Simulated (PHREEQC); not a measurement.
PHREEQC input (ion-association model, wateq4f.dat):

```
SOLUTION_MASTER_SPECIES
  An  An-  0  An  62.0  # stands for a non-complexing anion
SOLUTION_SPECIES
  An- = An-
    -log_k 0
    -gamma 3.0 0
PHASES
  Fix_H+
    H+ = H+
    -log_k 0
SOLUTION 1
  temp 25
  units mmol/kgw
  pH 7 charge
  F 0.048
  Na 117.048
  As(3) 17
  An 100
END
SELECTED_OUTPUT 1
  -reset false
  -pH true
  -pe true
  -ionic_strength true
  -water true
  -totals As F Na As(3) As(5)
  -molalities Hfo_wOH Hfo_wOH2+ Hfo_wO- Hfo_sOH Hfo_sOH2+ Hfo_sO- Hfo_wF Hfo_wOHF- Hfo_wH2AsO3
  -saturation_indices Arsenolite
USER_PUNCH 1
  -headings sigma psi
  10 PUNCH EDL("sigma", "Hfo"), EDL("psi", "Hfo")
PRINT
  -reset false
USE solution 1
SURFACE 1
  Hfo_wOH 0.00696629 600 3.1
  Hfo_sOH 0.000174157
EQUILIBRIUM_PHASES 1
  Fix_H+ -3 HAn 10
    -force_equality true
END
# ... the last block is repeated for the other 16 points of pH, with NaOH or the acid as the point needs
```

Selected output (columns that matter, 17 of 17 rows; pH added in front):

```
pH	mu	As	F	Na	m_Hfo_wOH	m_Hfo_wOH2+	m_Hfo_wO-	m_Hfo_sOH	m_Hfo_sOH2+	m_Hfo_sO-	m_Hfo_wF	si_Arsenolite	sigma	psi
3	0.11913	0.011611	3.6638e-05	0.11704	1.7501e-06	0.0015648	4.484e-11	1.9454e-07	0.00017394	4.9843e-12	1.1337e-05	-2.4615	0.090213	0.079186
3.38	0.11821	0.011202	3.9804e-05	0.11703	1.9513e-06	0.0011591	7.5258e-11	2.9267e-07	0.00017384	1.1288e-11	8.1693e-06	-2.4925	0.069156	0.067214
3.75	0.11776	0.010881	4.3015e-05	0.11703	2.1198e-06	0.0008416	1.2232e-10	4.3751e-07	0.0001737	2.5245e-11	4.9599e-06	-2.5177	0.052677	0.055677
4.12	0.11751	0.010626	4.5361e-05	0.11703	2.2615e-06	0.00058822	1.9919e-10	6.6693e-07	0.00017347	5.8741e-11	2.6176e-06	-2.5384	0.039519	0.044655
4.5	0.11735	0.010421	4.6745e-05	0.11703	2.3801e-06	0.00038488	3.3718e-10	1.0702e-06	0.00017306	1.5162e-10	1.237e-06	-2.5553	0.028948	0.034386
4.88	0.11725	0.010268	4.7431e-05	0.11703	2.4716e-06	0.00023283	6.0108e-10	1.8291e-06	0.0001723	4.4483e-10	5.5381e-07	-2.5682	0.02102	0.025789
5.25	0.11719	0.010165	4.774e-05	0.11703	2.5352e-06	0.00013011	1.1316e-09	3.328e-06	0.0001708	1.4855e-09	2.4584e-07	-2.577	0.015613	0.019503
5.62	0.11715	0.010101	4.788e-05	0.11703	2.5756e-06	6.639e-05	2.2891e-09	6.503e-06	0.00016763	5.7795e-09	1.0722e-07	-2.5827	0.012141	0.015308
6	0.11713	0.010066	4.7943e-05	0.11703	2.5994e-06	3.1038e-05	4.9871e-09	1.3454e-05	0.00016065	2.5813e-08	4.5236e-08	-2.5863	0.009944	0.012599
6.38	0.11711	0.010049	4.7969e-05	0.11703	2.6136e-06	1.4065e-05	1.1126e-08	2.7269e-05	0.00014675	1.1608e-07	1.8983e-08	-2.5889	0.008337	0.010594
6.75	0.1171	0.010042	4.798e-05	0.11703	2.6263e-06	6.5203e-06	2.4234e-08	4.9868e-05	0.00012381	4.6014e-07	8.1412e-09	-2.5921	0.0067366	0.0085821
7.12	0.11708	0.010038	4.7985e-05	0.11703	2.6471e-06	3.0716e-06	5.2261e-08	7.9874e-05	9.2683e-05	1.5769e-06	3.5012e-09	-2.5986	0.0048834	0.0062354
7.5	0.11706	0.010037	4.7988e-05	0.11703	2.6935e-06	1.4388e-06	1.1552e-07	0.00011042	5.8981e-05	4.7355e-06	1.4853e-09	-2.6135	0.0028828	0.0036871
7.88	0.11704	0.010036	4.7989e-05	0.11703	2.8028e-06	6.842e-07	2.6303e-07	0.00013015	3.1771e-05	1.2214e-05	6.4433e-10	-2.648	0.0010358	0.0013259
8.25	0.11702	0.010036	4.7989e-05	0.11703	3.0538e-06	3.4551e-07	6.1833e-07	0.00013236	1.4975e-05	2.68e-05	2.9947e-10	-2.7225	-0.00062955	-0.00080595
8.62	0.11701	0.010038	4.7989e-05	0.11703	3.6413e-06	1.9192e-07	1.5827e-06	0.00011708	6.1708e-06	5.0886e-05	1.5233e-10	-2.8755	-0.0023979	-0.0030683
9	0.11699	0.010042	4.7988e-05	0.11703	5.0715e-06	1.2352e-07	4.7702e-06	8.8619e-05	2.1584e-06	8.3356e-05	8.8435e-11	-3.1639	-0.0044716	-0.0057141
```

Complexes and solids missing from the database can't appear. The oxide is taken as insoluble; below pH 4 it would dissolve.
